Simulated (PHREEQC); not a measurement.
A solution holds 0.0025 mol/kgw KOH, 0.24 mol/kgw Al(NO3)3 and 0.0048 mol/kgw CO2, at 55 °C. Closed to the air; pH follows from the charge balance.

The numbers come from PHREEQC with the ion-association model, phreeqc.dat.

This is a speciation only: nothing precipitates in the calculation.

**Question.** Predict the pH, density.

**Answer.** pH 2.90; density 1.023 g/cm³.

**Question.** In which forms is Al present?

**Answer.** Al+3 98 %, AlOH+2 1.7 % of the Al.

Examples of supersaturated solids here: Gibbsite (slow to form). Others may be too. Caution: at this ionic strength the ion-association model is outside its range; a Pitzer model would be the better tool where its parameters exist. Away from 25 °C the constants follow the database's enthalpies or fits; those with neither stay at their 25 °C values.
